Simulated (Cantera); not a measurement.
An adiabatic, constant-volume homogeneous reactor starts with 13.6 % CH4, 18.1 % O2, 68.3 % N2, at 1575 K and 6.90 bar.

Model: GRI-Mech 3.0 (53 species, 325 reactions), integrated in Cantera. Above 3000 K some thermodynamic fits are extrapolated.

One state of this run: T (K) = 3094; P (bar) = 15.1; x CH4 = 2.54e-11; x O2 = 0.00114; x CH2 = 3.14e-11; x CH2CO = <1e-12; x CO = 0.0957. x: mole fraction; the columns are a selection and need not sum to one.

**Question.** Which value of t (s) does it belong to?
(A) 6.34e-5
(B) 0.0634
(C) 4.00e-6
(D) 1.59e-5

**Answer.** B, 0.0634
